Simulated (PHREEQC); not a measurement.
**Metal-bearing waste water: an equilibrium model**

Dissolve 0.2 mol/kgw FeSO4, 0.00078 mol/kgw CaCl2, 0.00015 mol/kgw HCl and 0.17 mol/kgw Na2SO4 at 5 °C. Closed to the air; pH follows from the charge balance.

Model: ion-association model, wateq4f.dat, run in PHREEQC.

```
Item                       Value
-----------------  -------------
pH                          4.62
ionic strength     0.834 mol/kgw
activity of water          0.987
total alkalinity   -0.150 meq/kg
```

| species | molality | activity | log γ |
|---|---|---|---|
| Na+ | 0.287 | 0.206 | -0.144 |
| SO4-2 | 0.224 | 0.0390 | -0.760 |
| Fe+2 | 0.107 | 0.0240 | -0.649 |
| FeSO4 | 0.0929 | 0.113 | 0.083 |
| NaSO4- | 0.0525 | 0.0352 | -0.173 |
| Cl- | 0.00166 | 0.00103 | -0.209 |
| CaSO4 | 0.000449 | 0.000544 | 0.083 |

This is a speciation only: nothing precipitates in the calculation. The ionic strength is past about 0.7 mol/kgw, beyond the range of this activity model, so the values are rough. At this temperature some constants are extrapolated from 25 °C, and those without enthalpy data are left unchanged.
